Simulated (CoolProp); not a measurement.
Properties of cyclopentane along the isobar 6.7 MPa (Tc = 238.6 °C, pc = 4.583 MPa, ω = 0.202).

The numbers come from the reference Helmholtz-energy equation of state, Gedanitz 2015 in CoolProp.

```tsv
T (°C)	phase	Joule-Thomson coefficient (K/MPa)	isothermal compressibility (1/MPa)
-76.25	liquid	-0.6562	0.0005479
-67.05	liquid	-0.6447	0.0005854
-57.85	liquid	-0.6315	0.0006261
-48.65	liquid	-0.6167	0.0006704
-39.35	liquid	-0.6006	0.0007191
-30.15	liquid	-0.5835	0.0007717
-20.95	liquid	-0.5655	0.0008292
-11.75	liquid	-0.5467	0.0008922
-2.55	liquid	-0.5272	0.0009612
6.75	liquid	-0.5068	0.001038
15.95	liquid	-0.4861	0.001122
25.15	liquid	-0.4649	0.001214
34.35	liquid	-0.4432	0.001317
43.65	liquid	-0.4207	0.001432
52.85	liquid	-0.3978	0.001559
```
